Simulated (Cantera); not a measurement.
An adiabatic, constant-pressure homogeneous reactor starts with CH₃OH : O₂ : N₂ : CO₂ = 1 : 0.75 : 2.03 : 0.1 (molar parts), equivalence ratio 2.0, at 1100 K and 1.00 bar.

Detailed kinetics in Cantera: GRI-Mech 3.0 (53 species, 325 reactions). GRI-Mech 3.0 was tuned for natural gas; its chemistry of methanol as a main component is partial and can be far from experiment.

x: mole fraction; the columns are a selection and need not sum to one.

```json
[
 {"t (s)": "9.00e-6", "T (K)": "1100", "x CH₃OH": "0.258", "x O₂": "0.193", "x CO₂": "0.0258", "x CO": "1.38e-9", "x CH₄": "3.60e-10"},
 {"t (s)": "2.28e-5", "T (K)": "1100", "x CH₃OH": "0.258", "x O₂": "0.193", "x CO₂": "0.0258", "x CO": "3.52e-9", "x CH₄": "1.94e-9"},
 {"t (s)": "5.80e-5", "T (K)": "1100", "x CH₃OH": "0.258", "x O₂": "0.193", "x CO₂": "0.0258", "x CO": "8.93e-9", "x CH₄": "8.49e-9"},
 {"t (s)": "0.000147", "T (K)": "1100", "x CH₃OH": "0.258", "x O₂": "0.193", "x CO₂": "0.0258", "x CO": "2.27e-8", "x CH₄": "2.85e-8"},
 {"t (s)": "0.000374", "T (K)": "1100", "x CH₃OH": "0.258", "x O₂": "0.193", "x CO₂": "0.0258", "x CO": "5.77e-8", "x CH₄": "8.03e-8"},
 {"t (s)": "0.000949", "T (K)": "1100", "x CH₃OH": "0.258", "x O₂": "0.193", "x CO₂": "0.0258", "x CO": "1.47e-7", "x CH₄": "2.11e-7"},
 {"t (s)": "0.00241", "T (K)": "1100", "x CH₃OH": "0.258", "x O₂": "0.193", "x CO₂": "0.0258", "x CO": "3.80e-7", "x CH₄": "5.41e-7"},
 {"t (s)": "0.00611", "T (K)": "1100", "x CH₃OH": "0.258", "x O₂": "0.193", "x CO₂": "0.0258", "x CO": "1.02e-6", "x CH₄": "1.37e-6"},
 {"t (s)": "0.0155", "T (K)": "1100", "x CH₃OH": "0.258", "x O₂": "0.193", "x CO₂": "0.0258", "x CO": "?", "x CH₄": "?"},
 {"t (s)": "0.0394", "T (K)": "1103", "x CH₃OH": "0.256", "x O₂": "0.192", "x CO₂": "0.0257", "x CO": "?", "x CH₄": "?"},
 {"t (s)": "0.100", "T (K)": "2387", "x CH₃OH": "<1e-12", "x O₂": "4.37e-5", "x CO₂": "0.0536", "x CO": "0.160", "x CH₄": "7.08e-12"}
]
```

Task: Some entries are withheld; supply them.

Result: 
- 0.0155, x CO: 3.62e-6
- 0.0155, x CH₄: 3.38e-6
- 0.0394, x CO: 0.000184
- 0.0394, x CH₄: 7.83e-6
